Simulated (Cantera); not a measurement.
**Ignition delay**

Mixture: 20.5 % H₂, 14.2 % O₂, 65.3 % N₂, equivalence ratio 0.72, at 9.50 bar, adiabatic and at constant pressure. Ignition delay is the time to a rise of 400 K.

Computed with Cantera and GRI-Mech 3.0 (53 species, 325 reactions). The hydrogen kinetics of GRI-Mech 3.0 are dated; newer H2 mechanisms differ, most at raised pressure.

```json
[
 {"T0 (K)": "1075", "delay (ms)": "1.97"},
 {"T0 (K)": "1150", "delay (ms)": "0.305"},
 {"T0 (K)": "1225", "delay (ms)": "0.0220"},
 {"T0 (K)": "1300", "delay (ms)": "0.00574"},
 {"T0 (K)": "1375", "delay (ms)": "0.00325"},
 {"T0 (K)": "1450", "delay (ms)": "0.00223"}
]
```

```yaml
apparent activation energy between 1300 and 1450 K: 99 kJ/mol
```
